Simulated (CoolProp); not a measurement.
Vapour-liquid equilibrium of ethane (1) + propane (2) at 672 kPa; x and y are mole fractions of (1).

The numbers come from the multi-fluid Helmholtz-energy mixture model, Bücker 2006 and Lemmon 2009; pair parameters Kunz 2012 in CoolProp.

| x | bubble temperature, mixture model (K) | bubble temperature, Raoult's law (K) | y, mixture model | y, Raoult's law |
|---|---|---|---|---|
| 0.05 | 280.0 | 278.9 | 0.159 | 0.204 |
| 0.2 | 267.0 | 264.4 | 0.495 | 0.572 |
| 0.35 | 256.7 | 253.9 | 0.696 | 0.757 |
| 0.5 | 248.3 | 246.0 | 0.822 | 0.861 |
| 0.65 | 241.2 | 239.6 | 0.903 | 0.924 |
| 0.8 | 235.3 | 234.4 | 0.956 | 0.965 |
| 0.95 | 230.3 | 230.1 | 0.991 | 0.993 |

The largest gap from Raoult's law is +2.8 K in bubble temperature, at x = 0.35. No azeotrope shows between x = 0.05 and 0.95.

Pair parameters are fitted to limited data, so mixtures are less certain than the pure fluids.
